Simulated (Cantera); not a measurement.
An adiabatic, constant-volume homogeneous reactor starts with H2 : O2 : N2 = 1 : 0.962 : 3.62 (molar parts), equivalence ratio 0.52, at 1250 K and 9.87 atm. Integrator tolerance rtol = 1e-08.

Computed with Cantera and the H2/O2 subset of GRI-Mech 3.0, which has no nitrogen chemistry. The hydrogen kinetics of GRI-Mech 3.0 are dated; newer H2 mechanisms differ, most at raised pressure.

| quantity | before | after |
|---|---|---|
| time of steepest temperature rise | 11.0 µs | 9.12 µs |
| temperature at 6.00 s | 2704 K | 2934 K |
| equilibrium temperature | 2704 K | 2934 K |
| x(H2) at 6.00 s | 0.00212 (gas-phase equilibrium 0.00212) | 0.00543 (gas-phase equilibrium 0.00543) |
| x(O2) at 6.00 s | 0.0869 (gas-phase equilibrium 0.0869) | 0.108 (gas-phase equilibrium 0.108) |
| x(OH) at 6.00 s | 0.0136 (gas-phase equilibrium 0.0136) | 0.0274 (gas-phase equilibrium 0.0274) |
| x(H2O) at 6.00 s | 0.186 (gas-phase equilibrium 0.186) | 0.229 (gas-phase equilibrium 0.229) |
| x(HO2) at 6.00 s | 3.47e-5 (gas-phase equilibrium 3.47e-5) | 7.37e-5 (gas-phase equilibrium 7.37e-5) |
| x(H) at 6.00 s | 0.000602 (gas-phase equilibrium 0.000602) | 0.00207 (gas-phase equilibrium 0.00207) |
| x(O) at 6.00 s | 0.00245 (gas-phase equilibrium 0.00245) | 0.00646 (gas-phase equilibrium 0.00646) |

Problem. Which change was made?
A. initial temperature 1250 to 1423 K
B. N2 3.62 to 2.5 parts
C. N2 3.62 to 5.1 parts
D. initial temperature 1250 to 1673 K

Solution. B, N2 3.62 to 2.5 parts
